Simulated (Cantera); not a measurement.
An adiabatic, constant-volume homogeneous reactor starts with CH4 : C2H6 : O2 : N2 = 1 : 0.066 : 0.93 : 3.5 (molar parts), at 1050 K and 920000 Pa. Integrator tolerance rtol = 1e-08.

Detailed kinetics in Cantera: GRI-Mech 3.0 (53 species, 325 reactions).

```
quantity                                                              before                                    after
---------------------------------  -----------------------------------------  ---------------------------------------
time of steepest temperature rise                                    8.76 ms                                  2.70 ms
temperature at 0.200 s                                                2233 K                                   2322 K
equilibrium temperature                                               2233 K                                   2322 K
x(CH4) at 0.200 s                    1.25e-7 (gas-phase equilibrium 1.39e-7)  7.09e-8 (gas-phase equilibrium 7.91e-8)
x(C2H6) at 0.200 s                     <1e-12 (gas-phase equilibrium <1e-12)    <1e-12 (gas-phase equilibrium <1e-12)
x(O2) at 0.200 s                     1.41e-8 (gas-phase equilibrium 1.41e-8)  4.29e-8 (gas-phase equilibrium 4.29e-8)
x(OH) at 0.200 s                     4.01e-5 (gas-phase equilibrium 4.01e-5)  7.54e-5 (gas-phase equilibrium 7.54e-5)
x(CO2) at 0.200 s                      0.0119 (gas-phase equilibrium 0.0119)    0.0114 (gas-phase equilibrium 0.0114)
x(H2O) at 0.200 s                      0.0946 (gas-phase equilibrium 0.0946)    0.0950 (gas-phase equilibrium 0.0950)
x(C2H4) at 0.200 s                 1.49e-12 (gas-phase equilibrium 1.65e-12)    <1e-12 (gas-phase equilibrium <1e-12)
```

Q: Name the change that produced these shifts.
A. CH4 1 to 1.9 parts
B. initial temperature 1050 to 1150 K
C. N2 3.5 to 9.3 parts
D. initial temperature 1050 to 1575 K

A: B, initial temperature 1050 to 1150 K
